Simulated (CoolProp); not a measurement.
Properties of R11 along the isobar 6540 kPa.

Computed with CoolProp (reference Helmholtz-energy equation of state, Jacobsen 1992).

```tsv
T (K)	phase	cp (kJ/(kg K))	cv (kJ/(kg K))	speed of sound (m/s)	expansivity (1/kK)
429.7	liquid	1.072	0.6514	373.4	3.402
434.4	liquid	1.089	0.6539	358.1	3.605
439	liquid	1.107	0.6564	342.9	3.835
443.7	liquid	1.127	0.6592	327.0	4.108
448.4	liquid	1.151	0.6622	310.8	4.432
453.1	liquid	1.179	0.6653	294.2	4.820
457.8	liquid	1.213	0.6688	277.2	5.294
462.5	liquid	1.253	0.6726	259.8	5.887
467.2	liquid	1.303	0.6768	241.9	6.644
471.9	supercritical	1.367	0.6815	223.6	7.638
476.6	supercritical	1.450	0.6869	204.9	8.978
481.2	supercritical	1.559	0.6928	186.5	10.79
485.9	supercritical	1.711	0.6996	168.0	13.43
490.6	supercritical	1.930	0.7068	150.0	17.39
495.3	supercritical	2.168	0.7132	134.7	22.18
500	supercritical	2.202	0.7161	125.9	24.00
```
